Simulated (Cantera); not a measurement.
# Hydrocarbon pyrolysis for carbon deposition

A perfectly stirred reactor is fed with C2H6 : N2 = 1 : 1.4 (molar parts), at 1.00 bar; it is held at 1650 K, and followed from long to short residence time.

Cantera simulation using GRI-Mech 3.0 (53 species, 325 reactions); the numbers are that mechanism's predictions, not measurements. GRI-Mech 3.0 stops at C3 and has no aromatics, soot or wall deposition, so with more carbon than oxygen in the feed, carbon stays in small species such as C2H2 where larger ones or solid carbon would form.

```tsv
τ (s)	x C2H6	x H	x CH2	x HCN	x CH3	x C2H2	x C2H
1.8	2.58e-5	6.19e-5	1.62e-8	2.33e-7	0.000112	0.212	1.39e-7
0.87	4.34e-5	6.38e-5	2.12e-8	1.55e-7	0.000141	0.210	1.44e-7
0.41	7.90e-5	6.72e-5	2.97e-8	1.12e-7	0.000185	0.208	1.54e-7
0.19	0.000150	7.31e-5	4.41e-8	8.77e-8	0.000249	0.204	1.70e-7
0.092	0.000273	8.20e-5	6.62e-8	7.51e-8	0.000329	0.201	1.93e-7
0.043	0.000504	9.57e-5	1.04e-7	6.79e-8	0.000441	0.198	2.27e-7
0.021	0.000889	0.000113	1.61e-7	6.40e-8	0.000579	0.194	2.70e-7
0.0097	0.00163	0.000136	2.60e-7	6.09e-8	0.000781	0.189	3.27e-7
0.0046	0.00295	0.000162	4.13e-7	5.79e-8	0.00105	0.181	3.87e-7
0.0022	0.00537	0.000190	6.52e-7	5.44e-8	0.00142	0.170	4.46e-7
0.0010	0.0103	0.000218	1.05e-6	5.01e-8	0.00198	0.152	4.95e-7
```
x: mole fraction; the columns are a selection and need not sum to one.
